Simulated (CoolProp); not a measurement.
Properties of C2F6 (R116) along the isobar 6570 kPa.

Computed with CoolProp (reference Helmholtz-energy equation of state, Lemmon 2006). It is a short technical equation, of lower accuracy than the large ones.

```
T (°C)          phase       Z  Joule-Thomson coefficient (K/MPa)  expansivity (1/kK)
------  -------------  ------  ---------------------------------  ------------------
-35.85         liquid  0.3172                            -0.1433               3.317
-29.15         liquid  0.3156                                  ?               3.532
-22.45         liquid  0.3148                           -0.03463               3.785
-15.75         liquid  0.3148                            0.03499               4.085
-9.15          liquid  0.3156                             0.1175                   ?
-2.45          liquid  0.3176                             0.2199                   ?
4.25           liquid       ?                             0.3475               5.415
10.95          liquid  0.3255                             0.5100               6.096
17.65          liquid  0.3322                             0.7215               6.974
24.35   supercritical  0.3415                              1.003                   ?
31.05   supercritical  0.3544                              1.385               9.655
37.65   supercritical  0.3720                              1.896               11.62
```

Problem. What belongs in the gaps?

Solution. 
- -29.15, Joule-Thomson coefficient (K/MPa): -0.09328
- -9.15, expansivity (1/kK): 4.438
- -2.45, expansivity (1/kK): 4.874
- 4.25, Z: 0.3207
- 24.35, expansivity (1/kK): 8.126
